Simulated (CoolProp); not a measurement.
Properties of octamethylcyclotetrasiloxane (D4) along the isobar 0.101 MPa.

Model: reference Helmholtz-energy equation of state, Thol 2015, in CoolProp.

```json
[
 {"T (K)": "384.7", "phase": "liquid", "Z": "0.01103", "isothermal compressibility (1/MPa)": "0.003352", "expansivity (1/kK)": "1.445"},
 {"T (K)": "404.3", "phase": "liquid", "Z": "0.01080", "isothermal compressibility (1/MPa)": "0.004129", "expansivity (1/kK)": "1.537"},
 {"T (K)": "423.8", "phase": "liquid", "Z": "0.01063", "isothermal compressibility (1/MPa)": "___", "expansivity (1/kK)": "1.652"},
 {"T (K)": "443.4", "phase": "liquid", "Z": "0.01051", "isothermal compressibility (1/MPa)": "___", "expansivity (1/kK)": "1.803"},
 {"T (K)": "463", "phase": "gas", "Z": "___", "isothermal compressibility (1/MPa)": "10.67", "expansivity (1/kK)": "2.785"},
 {"T (K)": "482.5", "phase": "gas", "Z": "0.9425", "isothermal compressibility (1/MPa)": "10.54", "expansivity (1/kK)": "___"},
 {"T (K)": "502.1", "phase": "gas", "Z": "0.9508", "isothermal compressibility (1/MPa)": "___", "expansivity (1/kK)": "2.395"},
 {"T (K)": "521.7", "phase": "gas", "Z": "0.9576", "isothermal compressibility (1/MPa)": "10.36", "expansivity (1/kK)": "2.247"},
 {"T (K)": "541.3", "phase": "gas", "Z": "0.9633", "isothermal compressibility (1/MPa)": "10.29", "expansivity (1/kK)": "2.121"},
 {"T (K)": "560.8", "phase": "gas", "Z": "0.9680", "isothermal compressibility (1/MPa)": "10.24", "expansivity (1/kK)": "2.013"},
 {"T (K)": "580.4", "phase": "gas", "Z": "0.9720", "isothermal compressibility (1/MPa)": "10.19", "expansivity (1/kK)": "1.917"},
 {"T (K)": "600", "phase": "gas", "Z": "0.9754", "isothermal compressibility (1/MPa)": "10.15", "expansivity (1/kK)": "1.832"},
 {"T (K)": "619.6", "phase": "gas", "Z": "0.9784", "isothermal compressibility (1/MPa)": "10.12", "expansivity (1/kK)": "1.756"}
]
```

Fill in the missing entries.


- 423.8, isothermal compressibility (1/MPa): 0.005169
- 443.4, isothermal compressibility (1/MPa): 0.006625
- 463, Z: 0.9323
- 482.5, expansivity (1/kK): 2.571
- 502.1, isothermal compressibility (1/MPa): 10.44
